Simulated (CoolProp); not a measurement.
Vapour-liquid equilibrium of n-heptane (1) + o-xylene (2) at 373.2 K; x and y are mole fractions of (1).

Values from CoolProp's multi-fluid Helmholtz-energy mixture model, Span 2003 and Zhou 2012; pair parameters Bell 2016.

```csv
x,bubble pressure (MPa),y at the bubble point,dew pressure at overall composition x (MPa),liquid density (mol/L)
0.05,0.03242,0.218,0.02770,7.552
0.15,0.04291,0.463,0.03033,7.383
0.25,0.05209,0.601,0.03350,7.219
0.35,0.06033,0.693,0.03736,7.059
0.45,0.06792,0.762,0.04218,6.903
0.55,0.07510,0.817,0.04828,6.751
0.65,0.08205,0.863,0.05618,6.602
0.75,0.08891,0.905,0.06652,6.458
0.85,0.09580,0.944,0.07998,6.318
0.95,0.1028,0.982,0.09682,6.181
```

No azeotrope shows between x = 0.05 and 0.95.

Pair parameters are fitted to limited data, so mixtures are less certain than the pure fluids.
